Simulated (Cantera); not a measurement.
Mixture: 8.73 % CH4, 19.2 % O2, 72.1 % N2, equivalence ratio 0.91, at 4.80 bar, adiabatic and at constant volume. Ignition delay is the time to a rise of 400 K.

Detailed kinetics in Cantera: GRI-Mech 3.0 (53 species, 325 reactions).

Predict: delay at 1150 K; delay at 1225 K; delay at 1300 K; delay at 1375 K; delay at 1450 K; delay at 1525 K; delay at 1600 K; apparent activation energy between 1450 and 1600 K.


```json
{
  "delay at 1150 K": "18.5 ms",
  "delay at 1225 K": "6.87 ms",
  "delay at 1300 K": "2.73 ms",
  "delay at 1375 K": "1.15 ms",
  "delay at 1450 K": "0.517 ms",
  "delay at 1525 K": "0.245 ms",
  "delay at 1600 K": "0.123 ms",
  "apparent activation energy between 1450 and 1600 K": "180 kJ/mol"
}
```
